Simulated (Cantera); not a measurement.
An adiabatic, constant-pressure homogeneous reactor starts with 2.84 % CH4, 2.19 % H2, 19.9 % O2, 75.0 % N2, equivalence ratio 0.34, at 1823 K and 27.0 bar.

Computed with Cantera and GRI-Mech 3.0 (53 species, 325 reactions). The pressure lies above the range GRI-Mech 3.0 was tuned for (to about 10 atm).

Predict: time of steepest temperature rise; temperature at 2.00 s; equilibrium temperature; x(H2) at 2.00 s; x(O2) at 2.00 s; x(N2O) at 2.00 s; x(H2O) at 2.00 s; x(H) at 2.00 s.


* **time of steepest temperature rise**: 2.13 µs
* **temperature at 2.00 s**: 2498 K
* **equilibrium temperature**: 2498 K
* **x(H2) at 2.00 s**: 0.000249 (gas-phase equilibrium 0.000249)
* **x(O2) at 2.00 s**: 0.123 (gas-phase equilibrium 0.123)
* **x(N2O) at 2.00 s**: 4.81e-6 (gas-phase equilibrium 4.81e-6)
* **x(H2O) at 2.00 s**: 0.0767 (gas-phase equilibrium 0.0767)
* **x(H) at 2.00 s**: 7.61e-5 (gas-phase equilibrium 7.61e-5)
